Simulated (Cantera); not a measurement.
Charge: 1 mol SiCl₄, 2.9 mol N₂O, 34 mol H₂, held at 1398 K and 0.195 Torr.

Method: chemical equilibrium by Gibbs-energy minimisation in Cantera with the NASA 1993 tables (ideal gas, pure condensed phases). Candidate condensed phases: H₂O, NH₄Cl, Si, SiO₂, Si₂N₂O, Si₃N₄; 47 gas species. The tables hold silica as quartz up to 1696 K and as liquid above; real silica turns to tridymite and cristobalite and melts near 1996 K. Equilibrium is a limit: real reactors are often held back by kinetics, nucleation or transport.

Base state: H₂ 0.799, HCl 0.103, N₂ 0.0745, H₂O 0.0231, H 0.000262, Cl 2.78e-5 (mole fractions); condensed: SiO₂(β-quartz).

What changes in the equilibrium state with this change: SiCl₄ replaced by Si₂H₆?


| species | before | after |
|---|---|---|
| H₂ | 0.799 | 0.914 |
| N₂ | 0.0745 | 0.0684 |
| SiO | 9.55e-6 | 0.0174 |
| HCl | 0.103 | 0 |
| H₂O | 0.0231 | 1.46e-5 |
| Cl | 2.78e-5 | 0 |
| H | 0.000262 | 0.000281 |
| SiO₂(β-quartz), mol | 1.000 | 1.03 |
| Si₂N₂O(s), mol | 0 | 0.133 |
The feed counts by its element totals alone. Mutual solubility and eutectic melting of coexisting phases are not modelled.
